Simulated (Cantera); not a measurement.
## Ignition delay

Mixture: 26.5 % CO, 2.92 % H₂, 2.02 % CH₄, 14.4 % O₂, 54.1 % N₂, at 3380 Torr, adiabatic and at constant volume. Ignition delay is the time to a rise of 400 K.

Detailed kinetics in Cantera: GRI-Mech 3.0 (53 species, 325 reactions).

| T0 (K) | delay (ms) |
|---|---|
| 1075 | 0.592 |
| 1175 | 0.150 |
| 1275 | 0.0574 |
| 1375 | 0.0281 |
| 1475 | 0.0164 |
| 1575 | 0.0108 |
| 1675 | 0.00766 |

```
Quantity                                               Result
--------------------------------------------------  ---------
apparent activation energy between 1475 and 1675 K  78 kJ/mol
```
